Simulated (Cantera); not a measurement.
Input (Python, Cantera) and output of one run.

```python
import numpy as np
import cantera as ct

gas_names = """
    CL CL2 N N2 Si SiCL SiCL2 SiCL3 SiCL4 SiN Si2 Si2N Si3
""".split()
cond_names = """
    Si(cr) Si(L) Si3N4(a)
""".split()


# ... load() reads the species with a 1 bar reference pressure and builds the phases ...
atoms = {
    'SiCl4': {'Si': 1, 'CL': 4},
    'N2': {'N': 2},
}
top_T = {'Si3N4(a)': 2400}  # K; cautious upper limits of use, not melting points


# ... equilibrate(T, P, feed) seeds the gas with the atoms and calls Mixture.equilibrate('TP', solver="vcs", rtol=1e-11, max_steps=5000) ...
results = []
feed = {'SiCl4': 1, 'N2': 65}  # mol
T = 1100  # K
P = 1000  # Pa
mix = equilibrate(T, P, feed)
results.append((T, P, feed, dict(zip(mix.species_names, mix.species_moles))))
print(gas.report(threshold=1e-05))
for i in range(1, mix.n_phases):
    print(f"{mix.phase(i).name:16s} {mix.phase_moles(i):12.5e} mol")
```

It prints:

```
       temperature   1100 K
          pressure   1000 Pa
           density   0.003298 kg/m^3
  mean mol. weight   30.163 kg/kmol
   phase of matter   gas

                          1 kg             1 kmol
                     ---------------   ---------------
          enthalpy        5.1674e+05        1.5587e+07  J
   internal energy        2.1353e+05        6.4408e+06  J
           entropy            9075.9        2.7376e+05  J/K
    Gibbs function       -9.4668e+06       -2.8555e+08  J
 heat capacity c_p            1136.8             34290  J/K
 heat capacity c_v            861.15             25975  J/K

                      mass frac. Y      mole frac. X     chem. pot. / RT
                     ---------------   ---------------   ---------------
                N2           0.91466           0.98484           -29.734
             SiCL4          0.085304          0.015146           -127.91
     [  +11 minor]        3.0974e-05        1.0905e-05

Si(cr)            0.00000e+00 mol
Si3N4(a)          0.00000e+00 mol
```

Cantera equilibrium calculation (NASA polynomials, part measured and part estimated; ideal gas, pure solids and liquids).
